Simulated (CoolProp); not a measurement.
Nitrogen along the isobar 695 kPa: fugacity coefficient from the reference equation and from simpler models built on Tc = 126.2 K, pc = 3396 kPa, ω = 0.037; each cubic takes its own stable root.

The numbers come from the reference Helmholtz-energy equation of state, Span 2000 in CoolProp.

| T (K) | phase | reference | van der Waals | Redlich-Kwong | Soave-Redlich-Kwong | Peng-Robinson |
|---|---|---|---|---|---|---|
| 102.3 | gas | 0.8748 | 0.9003 | 0.8753 | 0.8754 | 0.8674 |
| 119.9 | gas | 0.9217 | 0.9316 | 0.9202 | 0.9201 | 0.9126 |
| 137.4 | gas | 0.9480 | 0.9509 | 0.9462 | 0.9466 | 0.9398 |
| 155 | gas | 0.9643 | 0.9638 | 0.9626 | 0.9635 | 0.9574 |
| 172.5 | gas | 0.9749 | 0.9727 | 0.9733 | 0.9746 | 0.9692 |
| 190.1 | gas | 0.9822 | 0.9791 | 0.9806 | 0.9823 | 0.9774 |
| 207.6 | gas | 0.9872 | 0.9838 | 0.9858 | 0.9877 | 0.9833 |
| 225.2 | gas | 0.9909 | 0.9873 | 0.9895 | 0.9916 | 0.9877 |
| 242.7 | gas | 0.9937 | 0.9900 | 0.9923 | 0.9945 | 0.9909 |
| 260.3 | gas | 0.9957 | 0.9922 | 0.9944 | 0.9966 | 0.9934 |
| 277.8 | gas | 0.9973 | 0.9939 | 0.9960 | 0.9983 | 0.9953 |
